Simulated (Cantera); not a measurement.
# Thermodynamics of roasting and sulfation, feed FeS + H2S + H2O

Charge: 1 mol FeS, a varied amount of H2S, 0.25 mol H2O, at 1375 K and 35.3 Torr.

Cantera equilibrium calculation (NASA polynomials, part measured and part estimated; ideal gas, pure solids and liquids). Candidate condensed phases: Fe, FeO, Fe(OH)2, Fe(OH)3, FeS, FeSO4, FeS2, Fe2O3, Fe2(SO4)3, Fe3O4, H2O, H2SO4, S; 22 gas species. FeS: taken at fixed stoichiometry. Kinetics and transport are ignored.

From 0.2 mol H2S to 3.3 mol H2S the condensed part is FeS(s).

```json
[
 {"n(H2S) (mol)": "0.2", "log p H2O": "-1.65", "log p H2": "-1.92", "log p H2S": "-2.19", "log p S2": "-2.24", "log p SO2": "-3.70", "log p SH": "-4.10", "log p S2O": "-4.82", "log p SO": "-4.86", "n FeS(s)": "1.00"},
 {"n(H2S) (mol)": "0.32", "log p H2O": "-1.76", "log p H2": "-1.85", "log p H2S": "-2.08", "log p S2": "-2.16", "log p SO2": "-4.02", "log p SH": "-4.03", "log p S2O": "-4.92", "log p SO": "-5.00", "n FeS(s)": "1.00"},
 {"n(H2S) (mol)": "0.52", "log p H2O": "-1.90", "log p H2": "-1.79", "log p H2S": "-1.99", "log p S2": "-2.10", "log p SO2": "-4.38", "log p SH": "-3.97", "log p S2O": "-5.05", "log p SO": "-5.16", "n FeS(s)": "1.00"},
 {"n(H2S) (mol)": "0.82", "log p H2O": "-2.05", "log p H2": "-1.75", "log p H2S": "-1.94", "log p S2": "-2.06", "log p SO2": "-4.73", "log p SH": "-3.93", "log p S2O": "-5.20", "log p SO": "-5.33", "n FeS(s)": "1.00"},
 {"n(H2S) (mol)": "1.3", "log p H2O": "-2.22", "log p H2": "-1.73", "log p H2S": "-1.89", "log p S2": "-2.03", "log p SO2": "-5.11", "log p SH": "-3.90", "log p S2O": "-5.37", "log p SO": "-5.51", "n FeS(s)": "1.00"},
 {"n(H2S) (mol)": "2.1", "log p H2O": "-2.40", "log p H2": "-1.71", "log p H2S": "-1.87", "log p S2": "-2.01", "log p SO2": "-5.51", "log p SH": "-3.89", "log p S2O": "-5.55", "log p SO": "-5.71", "n FeS(s)": "1.00"},
 {"n(H2S) (mol)": "3.3", "log p H2O": "-2.59", "log p H2": "-1.70", "log p H2S": "-1.85", "log p S2": "-2.00", "log p SO2": "-5.89", "log p SH": "-3.87", "log p S2O": "-5.73", "log p SO": "-5.89", "n FeS(s)": "1.00"}
]
```
log p: log10 of the partial pressure in bar; n: condensed amount in mol.
